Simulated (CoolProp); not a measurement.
A single-stage vapour-compression cycle with R245ca: evaporating at 271.15 K (dew point), condensing at 327.15 K (bubble point), superheat 0 K, subcooling 8 K, compressor efficiency 0.65, no pressure losses. Each further row changes one setting.

Computed with CoolProp (reference Helmholtz-energy equation of state, Zhou 2016).

```
case                              cooling COP  pressure ratio  discharge temperature (K)  refrigerating effect (kJ/kg)  volumetric capacity (kJ/m³)
--------------------------------  -----------  --------------  -------------------------  ----------------------------  ---------------------------
as stated                                2.62            8.83                      340.4                           153                          287
evaporating temperature 276.15 K         3.00               …                      338.2                           157                          368
condensing temperature 322.15 K          2.96            7.54                          …                           160                          300
subcooling 13 K                          2.74            8.83                      340.4                           160                          300
superheat 10 K                           2.65            8.83                          …                           162                          291
compressor efficiency 0.55               2.21            8.83                      350.7                           153                          287
```

Question: Complete the blanks.

Answer: 
- evaporating temperature 276.15 K, pressure ratio: 6.95
- condensing temperature 322.15 K, discharge temperature (K): 335.3
- superheat 10 K, discharge temperature (K): 351.0
